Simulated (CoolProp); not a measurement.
Vapour-liquid equilibrium of carbon dioxide (1) + R227EA (2) at 250.8 K; x and y are mole fractions of (1).

The numbers come from the multi-fluid Helmholtz-energy mixture model, Span 1996 and Lemmon 2016; pair parameters Bell 2016 in CoolProp.

Q: Give the bubble pressure and the first vapour's composition at x = 0.05, 0.5, 0.65. Is there an azeotrope?

A: x = 0.05: 0.1529 MPa, y = 0.503; x = 0.5: 0.8742 MPa, y = 0.940; x = 0.65: 1.130 MPa, y = 0.964. No azeotrope shows between x = 0.05 and 0.95.

The pair parameters rest on a limited set of measurements; away from them the model extrapolates.
